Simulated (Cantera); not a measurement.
A closed system holds: 1 mol SiH2Cl2, 0.2 mol N2O, 44 mol N2, equilibrated at 1400 Pa.

Equilibrium computed with Cantera from the NASA thermochemical tables; the gas is ideal and each condensed phase is pure. Candidate condensed phases: H2O, NH4Cl, Si, SiO2, Si2N2O, Si3N4; 47 gas species. Mutual solubility and eutectic melting of coexisting phases are not modelled. The tables' values for SiCl3 are old estimates; treat these amounts as uncertain. Rates play no part. All values below are at 977 °C.

Base state: N2 0.958, HCl 0.0343, H2 0.00480, SiCl4 0.00205, SiCl3 0.000280, SiCl2 0.000275, SiHCl3 1.02e-5 (mole fractions); condensed: Si2N2O(s) + Si3N4(s).

**Question.** What changes in the equilibrium state with this change: SiH2Cl2 replaced by Si2H6?

**Answer.** 
```
species           before   after
--------------  --------  ------
N2                 0.958   0.935
H2               0.00480  0.0653
HCl               0.0343       0
SiCl4            0.00205       0
SiCl3           0.000280       0
SiCl2           0.000275       0
Si2N2O(s), mol     0.200   0.200
Si3N4(s), mol      0.160   0.533
```
The feed counts by its element totals alone.
